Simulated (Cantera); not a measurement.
## SiH₄ + N₂O + N₂ (silicon oxide and oxynitride deposition)

A closed system holds: 1 mol SiH₄, a varied amount of N₂O, 3.1 mol N₂, held at 1425 K and 10000 Pa.

Cantera equilibrium calculation (NASA polynomials, part measured and part estimated; ideal gas, pure solids and liquids). Candidate condensed phases: H₂O, Si, SiO₂, Si₂N₂O, Si₃N₄; 35 gas species. Mutual solubility and eutectic melting of coexisting phases are not modelled. The tables hold silica as quartz up to 1696 K and as liquid above; real silica turns to tridymite and cristobalite and melts near 1996 K. Gases not in the tables: Si(OH)₄. Rates play no part.

```json
[
 {"n(N₂O) (mol)": "1.9", "x N₂": "0.713", "x H₂": "0.287", "x O₂": "<1e-12", "x H₂O": "7.75e-5", "x NO": "<1e-12", "n SiO₂(β-quartz)": "0.933", "n Si₂N₂O(s)": "0.0335"},
 {"n(N₂O) (mol)": "2.8", "x N₂": "0.747", "x H₂": "0.152", "x O₂": "1.93e-12", "x H₂O": "0.101", "x NO": "2.45e-9", "n SiO₂(β-quartz)": "1.00", "n Si₂N₂O(s)": "0"},
 {"n(N₂O) (mol)": "4.2", "x N₂": "0.776", "x H₂": "4.32e-6", "x O₂": "0.0105", "x H₂O": "0.213", "x NO": "0.000185", "n SiO₂(β-quartz)": "1.00", "n Si₂N₂O(s)": "0"},
 {"n(N₂O) (mol)": "6.3", "x N₂": "0.749", "x H₂": "1.10e-6", "x O₂": "0.0913", "x H₂O": "0.159", "x NO": "0.000535", "n SiO₂(β-quartz)": "1.00", "n Si₂N₂O(s)": "0"},
 {"n(N₂O) (mol)": "9.5", "x N₂": "0.726", "x H₂": "6.03e-7", "x O₂": "0.158", "x H₂O": "0.115", "x NO": "0.000693", "n SiO₂(β-quartz)": "1.00", "n Si₂N₂O(s)": "0"},
 {"n(N₂O) (mol)": "14", "x N₂": "0.709", "x H₂": "3.80e-7", "x O₂": "0.207", "x H₂O": "0.0830", "x NO": "0.000783", "n SiO₂(β-quartz)": "1.00", "n Si₂N₂O(s)": "0"},
 {"n(N₂O) (mol)": "21", "x N₂": "0.696", "x H₂": "2.43e-7", "x O₂": "0.245", "x H₂O": "0.0578", "x NO": "0.000845", "n SiO₂(β-quartz)": "1.00", "n Si₂N₂O(s)": "0"},
 {"n(N₂O) (mol)": "32", "x N₂": "0.686", "x H₂": "1.56e-7", "x O₂": "0.274", "x H₂O": "0.0391", "x NO": "0.000886", "n SiO₂(β-quartz)": "1.00", "n Si₂N₂O(s)": "0"}
]
```
x: gas mole fraction; n: condensed amount in mol.

At 1.9 mol N₂O the condensed part is SiO₂(β-quartz) + Si₂N₂O(s). From 2.8 mol N₂O to 32 mol N₂O the condensed part is SiO₂(β-quartz).
